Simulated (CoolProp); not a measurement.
Vapour-liquid equilibrium of isohexane (1) + n-hexane (2) at 1.24 MPa; x and y are mole fractions of (1).

Computed with CoolProp (multi-fluid Helmholtz-energy mixture model, Lemmon 2006 and Thol 2019; pair parameters Bell 2016).

Give the bubble temperature and the first vapour's composition at x = 0.2, 0.35, 0.5. Is there an azeotrope?

x = 0.2: 175.0 °C, y = 0.220; x = 0.35: 173.4 °C, y = 0.377; x = 0.5: 171.9 °C, y = 0.528. No azeotrope shows between x = 0.05 and 0.95.

Pair parameters are fitted to limited data, so mixtures are less certain than the pure fluids.
